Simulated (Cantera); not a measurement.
Charge: 1 mol SiH2Cl2, 0.02 mol Cl2, 72 mol N2, at 0.133 bar.

Equilibrium computed with Cantera from the NASA thermochemical tables; the gas is ideal and each condensed phase is pure. Candidate condensed phases: NH4Cl, Si, Si3N4; 28 gas species. N2 is the only nitrogen source here; it is nearly inert below about 1500 K, so the nitride shown seldom forms there in practice. The tables' values for SiCl3 are old estimates; treat these amounts as uncertain. Kinetics and transport are ignored.

x: gas mole fraction; n: condensed amount in mol.

| T (K) | x N2 | x HCl | x H2 | x SiCl2 | x SiCl4 | x SiCl3 | x Cl | n Si3N4(s) |
|---|---|---|---|---|---|---|---|---|
| 1048 | 0.974 | 0.0204 | 0.00346 | [?] | 0.00186 | 4.73e-6 | 6.68e-9 | 0.288 |
| 1098 | 0.974 | 0.0206 | 0.00333 | [?] | 0.00179 | 1.09e-5 | 2.17e-8 | 0.289 |
| 1148 | 0.974 | 0.0208 | 0.00321 | [?] | 0.00172 | 2.34e-5 | 6.36e-8 | 0.290 |
| 1198 | 0.974 | 0.0210 | 0.00312 | [?] | 0.00165 | 4.67e-5 | 1.70e-7 | 0.291 |
| 1248 | 0.974 | 0.0212 | 0.00304 | [?] | 0.00157 | 8.73e-5 | 4.20e-7 | 0.292 |
| 1298 | 0.974 | 0.0213 | 0.00299 | [?] | 0.00147 | 0.000153 | 9.64e-7 | 0.291 |
| 1348 | 0.974 | 0.0213 | 0.00299 | [?] | 0.00132 | 0.000249 | 2.06e-6 | 0.289 |
| 1398 | 0.974 | 0.0212 | 0.00305 | [?] | 0.00112 | 0.000370 | 4.09e-6 | 0.284 |
| 1448 | 0.974 | 0.0208 | 0.00322 | [?] | 0.000851 | 0.000491 | 7.54e-6 | 0.275 |
| 1498 | 0.973 | 0.0201 | 0.00355 | [?] | 0.000564 | 0.000568 | 1.28e-5 | 0.261 |
| 1548 | 0.973 | 0.0191 | 0.00405 | [?] | 0.000322 | 0.000569 | 2.02e-5 | 0.242 |
| 1598 | 0.973 | 0.0177 | 0.00473 | [?] | 0.000163 | 0.000506 | 2.97e-5 | 0.221 |
| 1648 | 0.973 | 0.0161 | 0.00551 | [?] | 7.63e-5 | 0.000416 | 4.15e-5 | 0.199 |
| 1698 | 0.973 | 0.0144 | 0.00634 | [?] | 3.46e-5 | 0.000325 | 5.58e-5 | 0.176 |

Question: Fill in the missing entries.

Answer: 
- 1048, x SiCl2: 2.20e-7
- 1098, x SiCl2: 9.37e-7
- 1148, x SiCl2: 3.51e-6
- 1198, x SiCl2: 1.17e-5
- 1248, x SiCl2: 3.50e-5
- 1298, x SiCl2: 9.53e-5
- 1348, x SiCl2: 0.000235
- 1398, x SiCl2: 0.000524
- 1448, x SiCl2: 0.00104
- 1498, x SiCl2: 0.00182
- 1548, x SiCl2: 0.00281
- 1598, x SiCl2: 0.00390
- 1648, x SiCl2: 0.00499
- 1698, x SiCl2: 0.00604
